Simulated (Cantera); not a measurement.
Input: 1 mol Pb, 3.1 mol CO, 3.5 mol N2, held at 2.00 bar.

Method: chemical equilibrium by Gibbs-energy minimisation in Cantera with the NASA 1993 tables (ideal gas, pure condensed phases). Candidate condensed phases: C, Pb, PbO, PbO2, Pb3O4; 27 gas species. The numbers say what is thermodynamically allowed, not how fast it happens.

At 1173 K, list the 4 most abundant gas species with their mole fractions, and the condensed phases.

N2 0.536, CO 0.452, CO2 0.0114, Pb 0.000211. Condensed: C(graphite) + Pb(l).
